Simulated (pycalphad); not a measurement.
**Phase fractions of Ti-4.52Hf-0.42B (at.%)**

Source of the numbers: pycalphad with the COST 507 light-alloy database (1999); pressure 1 atm. The data set is of 1999 and partly superseded. Phase fractions are per mole of atoms. Diffusion is slow at the low end, where real alloys seldom reach equilibrium.

| T (K) | liquid | bcc | BM | hcp |
|---|---|---|---|---|
| 1950 | 1.000 | - | - | - |
| 1850 | [?] | [?] | - | - |
| 1750 | - | 0.996 | 0.004 | - |
| 1650 | - | 0.996 | 0.004 | - |
| 1550 | - | 0.995 | 0.005 | - |
| 1450 | - | 0.995 | 0.005 | - |
| 1350 | - | 0.994 | 0.006 | - |
| 1250 | - | 0.994 | 0.006 | - |
| 1150 | - | 0.994 | 0.006 | - |
| 1050 | - | - | 0.006 | 0.994 |
| 950 | - | - | 0.007 | 0.993 |
| 850 | - | - | 0.007 | 0.993 |
| 750 | - | - | 0.008 | 0.992 |
| 650 | - | - | 0.008 | 0.992 |
| 550 | - | - | 0.008 | 0.992 |

Fill in the missing entries.


- 1850, liquid: 0.063
- 1850, bcc: 0.937

Database names, with the compositions (at.%) that they take in these runs: BM: Ti 50 B 50.
